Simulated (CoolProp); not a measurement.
Vapour pressure (bar) of toluene: the reference equation beside estimates from Tc = 591.7 K, pc = 41.26 bar, ω = 0.266. Clausius-Clapeyron is anchored at 368.2 K with a constant enthalpy of vaporisation of 34.16 kJ/mol.

Values from CoolProp's reference Helmholtz-energy equation of state, Lemmon 2006. It is a short technical equation, of lower accuracy than the large ones.

```tsv
T (K)	reference	Lee-Kesler	Clausius-Clapeyron	van der Waals	Redlich-Kwong	Soave-Redlich-Kwong	Peng-Robinson
348.8	0.3337	0.3232	0.3427	3.233	0.6994	0.3266	0.3354
368.2	0.6375	0.6244	0.6375	4.408	1.226	0.6277	0.6372
387.7	1.132	1.120	1.117	5.850	2.011	1.122	1.129
407.1	1.882	1.878	1.851	7.567	3.111	1.877	1.875
426.6	2.976	2.987	2.936	9.596	4.603	2.985	2.966
446	4.489	4.523	4.464	11.94	6.536	4.527	4.482
465.5	6.533	6.598	6.566	14.63	8.993	6.621	6.540
484.9	9.192	9.289	9.346	17.66	12.01	9.351	9.228
504.4	12.61	12.73	12.97	21.08	15.67	12.86	12.69
523.8	16.87	17.02	17.53	24.86	20.00	17.23	17.03
543.3	22.19	22.33	23.23	29.06	25.09	22.63	22.41
562.8	28.71	28.85	30.19	33.66	30.97	29.17	28.98
```

Absolute difference from the reference over all 12 rows, mean and median: Lee-Kesler 1.1 and 0.9 %, Clausius-Clapeyron 2.2 and 1.7 %, van der Waals 245.5 and 145.0 %, Redlich-Kwong 48.1 and 41.6 %, Soave-Redlich-Kwong 1.4 and 1.6 %, Peng-Robinson 0.5 and 0.4 %.
